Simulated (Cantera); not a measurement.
Charge: 1 mol SiCl4, 2.7 mol N2O, 2 mol H2, 2.3 mol H2O, at 400 °C and 35.0 mbar.

Cantera equilibrium calculation (NASA polynomials, part measured and part estimated; ideal gas, pure solids and liquids). Candidate condensed phases: H2O, NH4Cl, Si, SiO2, Si2N2O, Si3N4; 47 gas species. Rates play no part.

Base state: HCl 0.321, H2O 0.313, N2 0.297, Cl2 0.0598, O2 0.00864 (mole fractions); condensed: SiO2(α-quartz).

### Question
What changes in the equilibrium state with this change: SiCl4 replaced by SiH4?

### Answer
```tsv
species	before	after
H2	<1e-9	0.367
H2O	0.313	0.333
N2	0.297	0.300
HCl	0.321	0
Cl2	0.0598	0
O2	0.00864	<1e-9
NH3	<1e-9	5.73e-5
SiO2(α-quartz), mol	1.00	1.00
```

### Question
What changes in the equilibrium state with this change: H2O from 2.3 to 0.18 mol?

### Answer
| species | before | after |
|---|---|---|
| N2 | 0.297 | 0.392 |
| HCl | 0.321 | 0.384 |
| H2O | 0.313 | 0.124 |
| Cl2 | 0.0598 | 0.0980 |
| O2 | 0.00864 | 0.00177 |
| SiO2(α-quartz), mol | 1.00 | 1.00 |
